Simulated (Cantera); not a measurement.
A closed system holds: 1 mol CH3SiCl3, 3.2 mol HCl, 3.9 mol H2, equilibrated at 2573.15 K.

These are equilibrium values from Cantera (NASA tables, ideal gas, pure condensed phases), not measurements of a reactor. Candidate condensed phases: C, C6H6, C7H8, C8H18, Si, SiC; 109 gas species. The feed counts by its element totals alone. The tables' values for SiCl, SiCl3 are old estimates; treat these amounts as uncertain. Gases not in the tables: Si2H6 and higher silanes. The numbers say what is thermodynamically allowed, not how fast it happens.

log p: log10 of the partial pressure in bar; n: condensed amount in mol.

```
P (Pa)  log p H2  log p H  log p HCl  log p Cl  log p SiCl2  log p Si  log p SiC2  n C(graphite)
------  --------  -------  ---------  --------  -----------  --------  ----------  -------------
100        -3.83    -3.38      -3.91     -3.61        -6.11     -4.36       -4.86            ___
240        -3.30    -3.12      -3.33     -3.30        -5.09     -3.97       -4.47            ___
560        -2.84    -2.88      -2.83     -3.03        -4.23     -3.63       -4.13            ___
1300       -2.39    -2.66      -2.38     -2.81        -3.50     -3.36       -3.85            ___
3200       -1.94    -2.43      -1.94     -2.59        -2.85     -3.14       -3.63            ___
7500       -1.52    -2.23      -1.55     -2.41        -2.34     -2.99       -3.49          0.758
18000      -1.11    -2.02      -1.16     -2.22        -1.87     -2.90       -3.40          0.807
42000      -0.73    -1.83      -0.78     -2.04        -1.45     -2.85       -3.35          0.832
100000     -0.34    -1.63      -0.40     -1.85        -1.05     -2.83       -3.32          0.845
```

Some entries are withheld; supply them.


- 100, n C(graphite): 0.359
- 240, n C(graphite): 0.429
- 560, n C(graphite): 0.499
- 1300, n C(graphite): 0.588
- 3200, n C(graphite): 0.686
